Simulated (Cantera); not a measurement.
A closed system holds: 1 mol Si₃N₄, 0.69 mol H₂, at 1525 K and 33.0 Torr.

Equilibrium computed with Cantera from the NASA thermochemical tables; the gas is ideal and each condensed phase is pure. Candidate condensed phases: Si, Si₃N₄; 18 gas species. Mutual solubility and eutectic melting of coexisting phases are not modelled. Rates play no part.

Base state: H₂ 0.998, N₂ 0.00175, H 0.000113 (mole fractions); condensed: Si(s) + Si₃N₄(s).

### Question
What changes in the equilibrium state with this change: temperature from 1525 K to 2800 K?

### Answer
| species | before | after |
|---|---|---|
| Si | 4.29e-7 | 0.474 |
| N₂ | 0.00175 | 0.338 |
| H | 0.000113 | 0.0998 |
| H₂ | 0.998 | 0.0654 |
| Si₂ | <1e-9 | 0.0111 |
| Si₃ | <1e-9 | 0.00103 |
| SiN | 4.35e-9 | 0.00390 |
| Si₂N | 6.73e-9 | 0.00171 |
| Si(s), mol | 0.00181 | 0 |
| Si₃N₄(s), mol | 0.999 | 0 |
The tables' values for SiN are old estimates; treat these amounts as uncertain. Gases not in the tables: Si₂H₆ and higher silanes.
